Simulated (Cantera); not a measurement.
Diamond growth

A diamond (100) surface in a fixed gas of H2 with x(CH4) = 0.025, x(CH3) = 0.00016, at 1348 K, 72.0 Torr; coverages are run to steady state.

Cantera simulation using the Harris–Goodwin 1993 mechanism for the reconstructed diamond (100) surface; the numbers are that mechanism's predictions, not measurements.

```tsv
x(H)	growth (µm/h)	θ c6HH	θ c6H*	θ c6*H	θ c6**	θ c6HM
0.0001	0.0622	0.683	0.0287	0.284	0.00367	0.000100
0.0002	0.227	0.575	0.0381	0.377	0.00863	0.000139
0.00041	0.637	0.485	0.0456	0.451	0.0171	0.000181
0.00085	1.34	0.424	0.0502	0.496	0.0282	0.000223
0.0017	2.17	0.389	0.0525	0.519	0.0384	0.000257
0.0035	3.14	0.369	0.0536	0.530	0.0464	0.000278
0.0071	4.31	0.359	0.0542	0.535	0.0515	0.000283
0.015	6.13	0.353	0.0546	0.537	0.0545	0.000269
0.03	8.67	0.351	0.0550	0.538	0.0561	0.000237
```
θ: site fractions in the mechanism's names (c6HH fully hydrogenated, c6H* and c6*H radical sites, c6** diradical, c6HM methylated).
